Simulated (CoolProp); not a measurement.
Computed with CoolProp (reference Helmholtz-energy equation of state, Lemmon 2006). It is a short technical equation, of lower accuracy than the large ones.

Q: For n-nonane, give the phase and the density (kg/m³), cp (kJ/(kg K)), Joule-Thomson coefficient (K/MPa), isothermal compressibility (1/MPa) at 600 K and 7.33 bar.

A: 
- 600 K and 7.33 bar: gas; density 21.4, cp 2.95, Joule-Thomson coefficient 9.31, isothermal compressibility 1.57
